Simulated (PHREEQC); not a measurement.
A solution holds 2.3 mmol/kgw LiOH and 0.0019 mmol/kgw Fe2(SO4)3, at 80 °C. Closed to the air; pH follows from the charge balance.

Model: ion-association model, wateq4f.dat, run in PHREEQC.

This is a speciation only: nothing precipitates in the calculation.

Q: Predict the pH.

A: pH 9.95.

Q: In which forms is Fe present?

A: Fe(OH)4- 98 %, Fe(OH)3 1.8 % of the Fe.

Examples of supersaturated solids here: Hematite (slow to form), Goethite (slow to form). Others may be too. Away from 25 °C the constants follow the database's enthalpies or fits; those with neither stay at their 25 °C values.
